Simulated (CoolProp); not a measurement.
The numbers come from the reference Helmholtz-energy equation of state, Kamei 1995 in CoolProp.

Task: For R22, give the phase and the cp (kJ/(kg K)), speed of sound (m/s), viscosity (µPa s), conductivity (mW/(m K)) at 336.5 K and 499 bar.

Result: 
- 336.5 K and 499 bar: liquid; cp 1.10, speed of sound 750, viscosity 174, conductivity 98.3

Viscosity comes from a separate model (Bell 2016), an estimate that may be off by 10 % or more. Thermal conductivity comes from a separate model (McLinden 2000), an estimate that may be off by 10 % or more.
